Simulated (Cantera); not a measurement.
A Cantera script and what it prints.

```python
import numpy as np
import cantera as ct

gas_names = """
    CL CL2 H HCL H2 Si SiCL SiCL2 SiCL3 SiCL4 SiH SiHCL3 SiH2 SiH2CL2 SiH3 SiH3CL SiH4 Si2 Si3
""".split()
cond_names = """
    Si(cr) Si(L)
""".split()


# ... load() reads the species with a 1 bar reference pressure and builds the phases ...
atoms = {
    'SiCl4': {'Si': 1, 'CL': 4},
    'H2': {'H': 2},
}
top_T = {}  # K; cautious upper limits of use, not melting points


# ... equilibrate(T, P, feed) seeds the gas with the atoms and calls Mixture.equilibrate('TP', solver="vcs", rtol=1e-11, max_steps=5000) ...
results = []
feed = {'SiCl4': 1, 'H2': 4.2}  # mol
T = 648  # K
P = 2300000  # Pa
mix = equilibrate(T, P, feed)
results.append((T, P, feed, dict(zip(mix.species_names, mix.species_moles))))
print(gas.report(threshold=1e-05))
for i in range(1, mix.n_phases):
    print(f"{mix.phase(i).name:16s} {mix.phase_moles(i):12.5e} mol")
```

Output:

```
       temperature   648 K
          pressure   2.3e+06 Pa
           density   14.642 kg/m^3
  mean mol. weight   34.298 kg/kmol
   phase of matter   gas

                          1 kg             1 kmol
                     ---------------   ---------------
          enthalpy       -3.2745e+06       -1.1231e+08  J
   internal energy       -3.4316e+06        -1.177e+08  J
           entropy            5264.2        1.8055e+05  J/K
    Gibbs function       -6.6857e+06       -2.2931e+08  J
 heat capacity c_p            1268.3             43499  J/K
 heat capacity c_v            1025.8             35185  J/K

                      mass frac. Y      mole frac. X     chem. pot. / RT
                     ---------------   ---------------   ---------------
               HCL         0.0036639         0.0034468           -42.977
                H2          0.047272           0.80425           -13.629
             SiCL4           0.93547           0.18886           -164.08
            SiHCL3          0.013583         0.0034396           -134.73
     [  +15 minor]        1.0695e-05         3.628e-06

Si(cr)            0.00000e+00 mol
```

Method: chemical equilibrium by Gibbs-energy minimisation in Cantera with the NASA 1993 tables (ideal gas, pure condensed phases).
